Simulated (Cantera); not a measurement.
A closed system holds: 1 mol Si₂H₆, 86 mol N₂, held at 0.330 bar.

Cantera equilibrium calculation (NASA polynomials, part measured and part estimated; ideal gas, pure solids and liquids). Candidate condensed phases: Si, Si₃N₄; 18 gas species. The feed counts by its element totals alone. N₂ is the only nitrogen source here; it is nearly inert below about 1500 K, so the nitride shown seldom forms there in practice. Rates play no part. All values below are at 1200 K.

Base state: N₂ 0.966, H₂ 0.0342 (mole fractions); condensed: Si₃N₄(s).

Task: What changes in the equilibrium state with this change: Si₂H₆ replaced by SiH₄?

Result: 
| species | before | after |
|---|---|---|
| N₂ | 0.966 | 0.977 |
| H₂ | 0.0342 | 0.0229 |
| Si₃N₄(s), mol | 0.667 | 0.333 |
